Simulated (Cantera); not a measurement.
# Stirred combustor or abatement burner

A perfectly stirred reactor is fed with CH4 : C2H6 : O2 : N2 = 1 : 0.46 : 2.41 : 9.05 (molar parts), at 500000 Pa; it is adiabatic with a 625 K inlet, and is followed from long to short residence time, starting on the burning branch (τ in s: 0.2, 0.083, 0.034, 0.014, 0.0057, 0.0023, 0.00095, 0.00039, 0.00016, 6.5e-05, 2.7e-05, 1.1e-05, 4.4e-06).

Detailed kinetics in Cantera: GRI-Mech 3.0 (53 species, 325 reactions).

```tsv
τ (s)	T (K)	x CH4	x C2H6	x O2	x CO	x N2O	x CO2
0.20	2168	7.14e-5	5.17e-8	1.60e-5	0.0936	5.33e-9	0.0401
0.083	2167	0.000150	1.26e-7	3.52e-5	0.0934	8.60e-9	0.0401
0.034	2167	0.000309	3.15e-7	7.99e-5	0.0931	1.50e-8	0.0402
0.014	2167	0.000597	8.00e-7	0.000180	0.0924	2.56e-8	0.0404
0.0057	2167	0.00105	2.05e-6	0.000403	0.0910	3.99e-8	0.0406
0.0023	2164	0.00164	5.19e-6	0.000876	0.0891	5.35e-8	0.0409
0.00095	2156	0.00231	1.26e-5	0.00180	0.0871	6.04e-8	0.0408
0.00039	2136	0.00313	3.11e-5	0.00367	0.0854	5.69e-8	0.0398
0.00016	2091	0.00456	8.71e-5	0.00789	0.0841	4.45e-8	0.0369
6.5e-5	625	0.0774	0.0356	0.187	<1e-12	<1e-12	<1e-12
2.7e-5	625	0.0774	0.0356	0.187	<1e-12	<1e-12	<1e-12
1.1e-5	625	0.0774	0.0356	0.187	<1e-12	<1e-12	<1e-12
4.4e-6	625	0.0774	0.0356	0.187	<1e-12	<1e-12	<1e-12
```
x: mole fraction; the columns are a selection and need not sum to one.
